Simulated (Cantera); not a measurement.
Cantera run:

```python
import numpy as np
import cantera as ct

gas_names = [...]  # 113 gases of nasa_gas.yaml made of C, H, O, Ti
cond_names = """
    C(gr) C6H6(L) C7H8(L) C8H18(L),n-octa H2O(s) H2O(L) Ti(a) Ti(b) Ti(L) TiC(s) TiC(L) TiO(a) TiO(b)
    TiO(L) TiO2(ru) TiO2(L) Ti2O3(a) Ti2O3(b) Ti2O3(L) Ti3O5(a) Ti3O5(b) Ti3O5(L) Ti4O7(s) Ti4O7(L)
""".split()


# ... load() reads the species with a 1 bar reference pressure and builds the phases ...
atoms = {
    'Ti(OiPr)4': {'Ti': 1, 'C': 12, 'H': 28, 'O': 4},
    'H2': {'H': 2},
}
top_T = {'C(gr)': 4500}  # K; cautious upper limits of use, not melting points


# ... equilibrate(T, P, feed) seeds the gas with the atoms and calls Mixture.equilibrate('TP', solver="vcs", rtol=1e-11, max_steps=5000) ...
results = []
feed = {'Ti(OiPr)4': 1, 'H2': 1.4}  # mol
P = 80  # Pa
for T in [1223, 1323, 1423, 1523, 1623, 1723, 1823, 1923, 2023, 2123, 2223]:
    mix = equilibrate(T, P, feed)
    results.append((T, P, feed, dict(zip(mix.species_names, mix.species_moles))))

top = {s: max(r[3][s] / sum(r[3][g] for g in gas_names) for r in results) for s in gas_names}
cols = sorted((s for s in top if top[s] > 0.001), key=lambda s: -top[s])[:8]
seen = [c for c in cond_names if any(r[3].get(c, 0) > 1e-12 for r in results)]
print("log10 of partial pressures in bar; condensed amounts in mol")
print(f"{'T/K':>10s}" + "".join(f"{s[:9]:>10s}" for s in cols + seen))
for T, P, feed, n in results:
    ng = sum(n[g] for g in gas_names)
    print(f"{T:10.4g}" + "".join(f"{np.log10(max(n[s] / ng * P / 1e5, 1e-99)):10.3f}" for s in cols)
          + "".join(f"{n.get(c, 0):10.4g}" for c in seen))
```

Result:

```
log10 of partial pressures in bar; condensed amounts in mol
       T/K        H2        CO         H C2H2,acet     C(gr)    TiC(s)
      1223    -3.197    -3.783    -8.121   -10.002         7         1
      1323    -3.197    -3.783    -7.398    -9.281         7         1
      1423    -3.197    -3.783    -6.776    -8.662         7         1
      1523    -3.198    -3.783    -6.235    -8.125         7         1
      1623    -3.198    -3.783    -5.760    -7.656     6.999         1
      1723    -3.200    -3.784    -5.339    -7.243     6.997         1
      1823    -3.204    -3.786    -4.965    -6.879     6.994         1
      1923    -3.212    -3.789    -4.632    -6.557     6.986         1
      2023    -3.227    -3.795    -4.335    -6.276     6.973         1
      2123    -3.253    -3.806    -4.072    -6.034     6.953    0.9998
      2223    -3.297    -3.824    -3.842    -5.834     6.922     0.999
```

These are equilibrium values from Cantera (NASA tables, ideal gas, pure condensed phases), not measurements of a reactor. The feed counts by its element totals alone. TiC: taken at fixed stoichiometry.
